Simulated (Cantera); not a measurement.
Standard-state values (1 bar) from the NASA 1993 polynomials, evaluated with Cantera. Values are per mole of reaction as written; species without (g) are pure solids or liquids, kept so even where they would boil at 1 bar.

12 TiCl3 + 2 O3(g) ⇌ 9 TiCl4 + 3 TiO2, with ΔH° = -1694.0 kJ and ΔS° = 269.0 J/K at 300 K.

**Question.** How far is the shortcut ΔG° ≈ ΔH°(300 K) − T·ΔS°(300 K) from the full temperature-dependent value at 473, 483, 493, 503, 513, 523, 533, 543 K?

**Answer.** 
```
T (K)  shortcut (kJ)  full (kJ)  difference (kJ)  difference in log10 K
-----  -------------  ---------  ---------------  ---------------------
473          -1821.3    -1831.0              9.7                  -1.07
483          -1824.0    -1834.7             10.8                  -1.16
493          -1826.6    -1838.5             11.9                  -1.26
503          -1829.3    -1842.3             13.0                  -1.35
513          -1832.0    -1846.2             14.2                  -1.45
523          -1834.7    -1850.2             15.5                  -1.54
533          -1837.4    -1854.2             16.7                  -1.64
543          -1840.1    -1858.2             18.1                  -1.74
```
The shortcut ignores the heat-capacity change of the reaction.
